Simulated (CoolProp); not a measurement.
A single-stage vapour-compression cycle with sulfur hexafluoride: evaporating at 237.15 K (dew point), condensing at 280.15 K (bubble point), superheat 0 K, subcooling 8 K, compressor efficiency 0.85, no pressure losses. Each further row changes one setting.

The numbers come from the reference Helmholtz-energy equation of state, Guder 2009 in CoolProp.

```json
[
 {"case": "as stated", "cooling COP": "3.74", "pressure ratio": "3.81", "discharge temperature (K)": "284.2", "refrigerating effect (kJ/kg)": "71.5", "volumetric capacity (kJ/m³)": "2340"},
 {"case": "evaporating temperature 242.15 K", "cooling COP": "4.45", "pressure ratio": "3.18", "discharge temperature (K)": "283.5", "refrigerating effect (kJ/kg)": "73.5", "volumetric capacity (kJ/m³)": "2870"},
 {"case": "condensing temperature 275.15 K", "cooling COP": "4.43", "pressure ratio": "3.34", "discharge temperature (K)": "278.9", "refrigerating effect (kJ/kg)": "76.5", "volumetric capacity (kJ/m³)": "2500"},
 {"case": "subcooling 13 K", "cooling COP": "4.00", "pressure ratio": "3.81", "discharge temperature (K)": "284.2", "refrigerating effect (kJ/kg)": "76.5", "volumetric capacity (kJ/m³)": "2500"},
 {"case": "superheat 10 K", "cooling COP": "3.80", "pressure ratio": "3.81", "discharge temperature (K)": "293.3", "refrigerating effect (kJ/kg)": "77.6", "volumetric capacity (kJ/m³)": "2400"},
 {"case": "compressor efficiency 0.75", "cooling COP": "3.30", "pressure ratio": "3.81", "discharge temperature (K)": "287.3", "refrigerating effect (kJ/kg)": "71.5", "volumetric capacity (kJ/m³)": "2340"}
]
```
